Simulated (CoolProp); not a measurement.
Vapour-liquid equilibrium of R113 (1) + acetone (2) at 343.4 K; x and y are mole fractions of (1).

Model: multi-fluid Helmholtz-energy mixture model, Marx 1992 and Lemmon 2006; pair parameters Bell 2016, in CoolProp.

```json
[
 {"x": "0.05", "bubble pressure, mixture model (MPa)": "0.1739", "bubble pressure, Raoult's law (MPa)": "0.1629", "y, mixture model": "0.115", "y, Raoult's law": "0.062"},
 {"x": "0.125", "bubble pressure, mixture model (MPa)": "0.1897", "bubble pressure, Raoult's law (MPa)": "0.1660", "y, mixture model": "0.241", "y, Raoult's law": "0.153"},
 {"x": "0.2", "bubble pressure, mixture model (MPa)": "0.2018", "bubble pressure, Raoult's law (MPa)": "0.1692", "y, mixture model": "0.333", "y, Raoult's law": "0.240"},
 {"x": "0.275", "bubble pressure, mixture model (MPa)": "0.2108", "bubble pressure, Raoult's law (MPa)": "0.1723", "y, mixture model": "0.404", "y, Raoult's law": "0.324"},
 {"x": "0.35", "bubble pressure, mixture model (MPa)": "0.2176", "bubble pressure, Raoult's law (MPa)": "0.1755", "y, mixture model": "0.462", "y, Raoult's law": "0.405"},
 {"x": "0.425", "bubble pressure, mixture model (MPa)": "0.2224", "bubble pressure, Raoult's law (MPa)": "0.1786", "y, mixture model": "0.512", "y, Raoult's law": "0.483"},
 {"x": "0.5", "bubble pressure, mixture model (MPa)": "0.2257", "bubble pressure, Raoult's law (MPa)": "0.1818", "y, mixture model": "0.558", "y, Raoult's law": "0.558"},
 {"x": "0.575", "bubble pressure, mixture model (MPa)": "0.2277", "bubble pressure, Raoult's law (MPa)": "0.1849", "y, mixture model": "0.603", "y, Raoult's law": "0.631"},
 {"x": "0.65", "bubble pressure, mixture model (MPa)": "0.2282", "bubble pressure, Raoult's law (MPa)": "0.1881", "y, mixture model": "0.648", "y, Raoult's law": "0.701"},
 {"x": "0.725", "bubble pressure, mixture model (MPa)": "0.2274", "bubble pressure, Raoult's law (MPa)": "0.1913", "y, mixture model": "0.698", "y, Raoult's law": "0.769"},
 {"x": "0.8", "bubble pressure, mixture model (MPa)": "0.2247", "bubble pressure, Raoult's law (MPa)": "0.1944", "y, mixture model": "0.755", "y, Raoult's law": "0.835"},
 {"x": "0.875", "bubble pressure, mixture model (MPa)": "0.2196", "bubble pressure, Raoult's law (MPa)": "0.1976", "y, mixture model": "0.825", "y, Raoult's law": "0.898"},
 {"x": "0.95", "bubble pressure, mixture model (MPa)": "0.2111", "bubble pressure, Raoult's law (MPa)": "0.2007", "y, mixture model": "0.918", "y, Raoult's law": "0.960"}
]
```

The largest gap from Raoult's law is +24.5 % in bubble pressure, at x = 0.425. y crosses x between x = 0.575 and 0.65: the model has an azeotrope there.

Pair parameters are fitted to limited data, so mixtures are less certain than the pure fluids.
